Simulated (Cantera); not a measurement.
## Hydrocarbon pyrolysis for carbon deposition

A perfectly stirred reactor is fed with 37.0 % C2H6, 63.0 % N2, at 0.0197 atm; it is held at 1850 K, and followed from long to short residence time.

Model: GRI-Mech 3.0 (53 species, 325 reactions), integrated in Cantera. GRI-Mech 3.0 stops at C3 and has no aromatics, soot or wall deposition, so with more carbon than oxygen in the feed, carbon stays in small species such as C2H2 where larger ones or solid carbon would form. Radical loss at walls, strong at low pressure, is not modelled.

```csv
τ (s),x C2H6,x CH4,x HCN,x H2,x H,x C2H2,x C2H4
1.5,1.30e-5,0.00880,0.000174,0.413,0.00240,0.209,0.000115
0.33,5.86e-5,0.0180,7.62e-5,0.402,0.00248,0.206,0.000398
0.073,0.000257,0.0344,3.38e-5,0.382,0.00265,0.199,0.00151
0.016,0.00112,0.0603,1.50e-5,0.346,0.00291,0.186,0.00552
0.0035,0.00487,0.0925,6.73e-6,0.290,0.00316,0.159,0.0184
0.00076,0.0214,0.111,3.09e-6,0.213,0.00322,0.108,0.0500
0.00017,0.0852,0.0790,1.33e-6,0.126,0.00268,0.0386,0.0802
```
x: mole fraction; the columns are a selection and need not sum to one.
